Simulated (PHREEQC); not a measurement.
## Polishing slurry liquid

A solution holds 0.096 mol KOH, 8e-06 mol H4SiO4 and 0.00027 mol CO2 per kg of water, at 13 °C. Closed to the air; pH follows from the charge balance.

The numbers come from PHREEQC with the ion-association model, wateq4f.dat.

Each row changes one thing in this solution. No solid was allowed to form.

```json
[
 {"case": "as made", "pH": "13.29", "HCO3- (mol/kgw)": "1.97e-7"},
 {"case": "temperature from 13 to 10 °C", "pH": "?", "HCO3- (mol/kgw)": "1.65e-7"},
 {"case": "H4SiO4 from 8e-06 to 8e-07 mol/kgw", "pH": "13.29", "HCO3- (mol/kgw)": "1.97e-7"},
 {"case": "H4SiO4 left out", "pH": "13.29", "HCO3- (mol/kgw)": "1.97e-7"},
 {"case": "CO2 replaced by NH4HCO3 at the same molality", "pH": "13.29", "HCO3- (mol/kgw)": "1.97e-7"},
 {"case": "H4SiO4 from 8e-06 to 1.6e-05 mol/kgw", "pH": "13.29", "HCO3- (mol/kgw)": "1.97e-7"},
 {"case": "KOH from 0.096 to 0.192 mol/kgw", "pH": "?", "HCO3- (mol/kgw)": "8.97e-8"}
]
```

Question: Fill in the missing entries.

Answer: 
- temperature from 13 to 10 °C, pH: 13.40
- KOH from 0.096 to 0.192 mol/kgw, pH: 13.56

At this temperature some constants are extrapolated from 25 °C, and those without enthalpy data are left unchanged.
